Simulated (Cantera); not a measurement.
An isothermal plug-flow reactor at 575 K and 5.00 bar (inlet), inlet velocity 0.091 m/s, active area per volume 940 1/m; feed CO : O2 : N2 : H2O = 0.013 : 0.074 : 0.79 : 0.076 (molar parts).

Computed with Cantera and Deutschmann's 1995 Pt surface mechanism with GRI-Mech 3.0 gas chemistry. Catalytic surfaces can have several steady states; this one follows from the mechanism file's or the stated starting coverage. Mass transfer to the wall is taken as infinitely fast.

What does this change do: inlet velocity 0.091 to 0.024 m/s?


```
quantity                  before    after
----------------------  --------  -------
x(CO) at z = 0.0089 m     0.0131   0.0114
x(O2) at z = 0.0089 m     0.0774   0.0766
x(H2O) at z = 0.0089 m    0.0798   0.0798
x(CO2) at z = 0.0089 m  0.000547  0.00229
θ(free Pt) at the exit   0.00209  0.00235
θ(O*) at the exit        0.00827   0.0103
θ(OH*) at the exit       0.00144  0.00170
θ(CO*) at the exit         0.988    0.986
```

What does this change do: temperature 575 to 625 K?


```csv
quantity,before,after
x(CO) at z = 0.0089 m,0.0131,0.00708
x(O2) at z = 0.0089 m,0.0774,0.0746
x(H2O) at z = 0.0089 m,0.0798,0.0800
x(CO2) at z = 0.0089 m,0.000547,0.00660
θ(free Pt) at the exit,0.00209,0.0107
θ(O*) at the exit,0.00827,0.0340
θ(OH*) at the exit,0.00144,0.00417
θ(CO*) at the exit,0.988,0.951
```
